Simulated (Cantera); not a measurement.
Charge: 1 mol Si2Cl6, 0.024 mol Cl2, 980 mol H2, equilibrated at 800 K and 1 atm.

These are equilibrium values from Cantera (NASA tables, ideal gas, pure condensed phases), not measurements of a reactor. Candidate condensed phases: Si; 19 gas species. The feed counts by its element totals alone. Equilibrium is a limit: real reactors are often held back by kinetics, nucleation or transport.

Base state: H2 0.998, SiHCl3 0.00114, SiCl4 0.000476, HCl 0.000375, SiH2Cl2 0.000222 (mole fractions); condensed: Si(s).

Q: What changes in the equilibrium state with this change: H2 from 980 to 42 mol?

A: 
| species | before | after |
|---|---|---|
| H2 | 0.998 | 0.959 |
| SiCl4 | 0.000476 | 0.0201 |
| SiHCl3 | 0.00114 | 0.0186 |
| SiCl3 | 7.87e-7 | 1.30e-5 |
| SiH2Cl2 | 0.000222 | 0.00139 |
| HCl | 0.000375 | 0.000938 |
| SiH3Cl | 9.93e-6 | 2.39e-5 |
| Si(s), mol | 0.183 | 0.266 |
The tables' values for SiCl3 are old estimates; treat these amounts as uncertain.

Q: What changes in the equilibrium state with this change: Si2Cl6 replaced by SiH4?

A: 
| species | before | after |
|---|---|---|
| H2 | 0.998 | 1.000 |
| HCl | 0.000375 | 3.90e-5 |
| SiH2Cl2 | 0.000222 | 2.39e-6 |
| SiHCl3 | 0.00114 | 1.28e-6 |
| SiCl4 | 0.000476 | 5.52e-8 |
| Si(s), mol | 0.183 | 0.995 |
